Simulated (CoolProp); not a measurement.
R1234ze(E) at several states: density (kg/m³) from the reference equation and from simpler models built on Tc = 382.5 K, pc = 3.635 MPa, ω = 0.313; each cubic takes its own stable root.

The numbers come from the reference Helmholtz-energy equation of state, Thol 2016 in CoolProp.

```json
[
 {"T (K)": "352.9", "p (MPa)": "0.0649", "phase": "gas", "reference": "2.544"},
 {"T (K)": "230.3", "p (MPa)": "4.18", "phase": "liquid", "reference": "1365"},
 {"T (K)": "374", "p (MPa)": "0.465", "phase": "gas", "reference": "17.96"},
 {"T (K)": "267.4", "p (MPa)": "1.94", "phase": "liquid", "reference": "1262"},
 {"T (K)": "274.2", "p (MPa)": "2.7", "phase": "liquid", "reference": "1246"},
 {"T (K)": "349.9", "p (MPa)": "4.53", "phase": "liquid", "reference": "993.8"}
]
```

Q: How far does each simpler model (van der Waals, Soave-Redlich-Kwong, Peng-Robinson) lie from the reference over these 6 states: mean and median of the absolute difference, and the worst?

A: 
- van der Waals: mean 26.3 %, median 38.4 %, worst -40.1 % at 267.4 K and 1.94 MPa
- Soave-Redlich-Kwong: mean 7.0 %, median 9.4 %, worst -13.4 % at 349.9 K and 4.53 MPa
- Peng-Robinson: mean 1.6 %, median 2.3 %, worst -2.4 % at 349.9 K and 4.53 MPa
